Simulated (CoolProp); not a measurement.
Model: reference Helmholtz-energy equation of state, Thol 2014, in CoolProp.

### Question
Give the vapour pressure (bar), liquid density (kg/m³), vapour density (kg/m³), liquid cp (kJ/(kg K)) of saturated chloromethane (R40) at 104.15, 115.15 °C.

### Answer
```
T (°C)  p (bar)  liquid density (kg/m³)  vapour density (kg/m³)  liquid cp (kJ/(kg K))
------  -------  ----------------------  ----------------------  ---------------------
104.15     35.0                     709                    86.7                   2.25
115.15     42.5                     667                     111                   2.60
```
